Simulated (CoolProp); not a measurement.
Vapour pressure (MPa) of dodecamethylpentasiloxane (MD3M): the reference equation beside estimates from Tc = 354.9 °C, pc = 0.9540 MPa, ω = 0.730.

Model: reference Helmholtz-energy equation of state, Thol 2019, in CoolProp.

```csv
T (°C),reference,Lee-Kesler,van der Waals,Redlich-Kwong
227.95,0.09692,0.09620,0.3613,…
237.75,0.1210,0.1201,0.3950,0.2640
247.45,0.1493,…,0.4303,0.3006
257.25,0.1828,0.1813,0.4678,0.3408
266.95,0.2214,0.2196,…,0.3842
276.75,0.2666,0.2646,0.5484,0.4316
286.45,0.3181,…,0.5914,…
296.25,0.3777,0.3753,0.6370,0.5372
```

**Question.** Fill in the missing entries.

**Answer.** 
- 227.95, Redlich-Kwong: 0.2303
- 247.45, Lee-Kesler: 0.1481
- 266.95, van der Waals: 0.5069
- 286.45, Lee-Kesler: 0.3158
- 286.45, Redlich-Kwong: 0.4822

Absolute difference from the reference over all 8 rows, mean and median: Lee-Kesler 0.8 and 0.7 %, van der Waals 154.1 and 142.4 %, Redlich-Kwong 84.1 and 80.0 %.
